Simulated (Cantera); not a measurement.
An adiabatic, constant-pressure homogeneous reactor starts with 8.23 % CH4, 0.461 % H2, 19.2 % O2, 72.1 % N2, at 1523 K and 1.09 atm.

Computed with Cantera and GRI-Mech 3.0 (53 species, 325 reactions).

Predict: time of steepest temperature rise; temperature at 0.200 s; equilibrium temperature; x(H2) at 0.200 s; x(O2) at 0.200 s; x(HCO) at 0.200 s.

time of steepest temperature rise: 0.649 ms
temperature at 0.200 s: 2708 K
equilibrium temperature: 2708 K
x(H2) at 0.200 s: 0.0114 (gas-phase equilibrium 0.0114)
x(O2) at 0.200 s: 0.0316 (gas-phase equilibrium 0.0316)
x(HCO) at 0.200 s: 2.00e-8 (gas-phase equilibrium 2.00e-8)
